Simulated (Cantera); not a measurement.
A perfectly stirred reactor is fed with 37.7 % CH4, 33.7 % CO2, 28.6 % H2, at 200000 Pa; it is held at 1598 K, and followed from long to short residence time.

Detailed kinetics in Cantera: GRI-Mech 3.0 (53 species, 325 reactions).

### Question
Predict: x(CH4) at τ = 2.00 s; x(CO2) at τ = 2.00 s; x(H2) at τ = 2.00 s; x(CH4) at τ = 12.0 ms; x(CO2) at τ = 12.0 ms; x(H2) at τ = 12.0 ms.

### Answer
- x(CH4) at τ = 2.00 s = 0.0629
- x(CO2) at τ = 2.00 s = 0.0366
- x(H2) at τ = 2.00 s = 0.417
- x(CH4) at τ = 12.0 ms = 0.320
- x(CO2) at τ = 12.0 ms = 0.291
- x(H2) at τ = 12.0 ms = 0.302
